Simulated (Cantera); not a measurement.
## Equilibrium for thermal oxidation and active oxidation of silicon: Si + H2O + N2

Charge: 1 mol Si, 2 mol H2O, 350 mol N2, at 0.750 Torr.

These are equilibrium values from Cantera (NASA tables, ideal gas, pure condensed phases), not measurements of a reactor. Candidate condensed phases: H2O, Si, SiO2, Si2N2O, Si3N4; 35 gas species. The tables hold silica as quartz up to 1696 K and as liquid above; real silica turns to tridymite and cristobalite and melts near 1996 K. Kinetics and transport are ignored.

From 1250 K to 1625 K the condensed part is SiO2(β-quartz). From 1700 K to 1775 K the condensed part is SiO2(condensed). From 1850 K to 2000 K nothing is condensed. The main Si-bearing gas is SiO throughout.

```csv
T (K),log p N2,log p H2,log p SiO,log p H2O,log p H,log p OH,log p O,log p NO,n SiO2(β-quartz),n SiO2(condensed)
1250,-3.00,-5.25,-8.90,-8.90,-8.94,-14.58,<-15,<-15,1.000,0
1325,-3.00,-5.25,-8.25,-8.25,-8.41,-13.25,<-15,-14.32,0.998,0
1400,-3.00,-5.25,-7.68,-7.68,-7.94,-12.07,-14.80,-13.03,0.993,0
1475,-3.00,-5.25,-7.17,-7.17,-7.51,-11.01,-13.33,-11.86,0.976,0
1550,-3.00,-5.26,-6.71,-6.71,-7.13,-10.05,-12.00,-10.81,0.932,0
1625,-3.00,-5.29,-6.31,-6.31,-6.80,-9.19,-10.78,-9.84,0.826,0
1700,-3.00,-5.35,-5.96,-5.96,-6.51,-8.40,-9.65,-8.95,0,0.610
1775,-3.00,-5.48,-5.67,-5.68,-6.28,-7.68,-8.59,-8.10,0,0.251
1850,-3.00,-5.60,-5.55,-5.57,-6.07,-7.17,-7.76,-7.46,0,0
1925,-3.00,-5.63,-5.55,-5.60,-5.83,-6.87,-7.21,-7.09,0,0
2000,-3.00,-5.65,-5.55,-5.68,-5.61,-6.64,-6.74,-6.79,0,0
```
log p: log10 of the partial pressure in bar; n: condensed amount in mol.
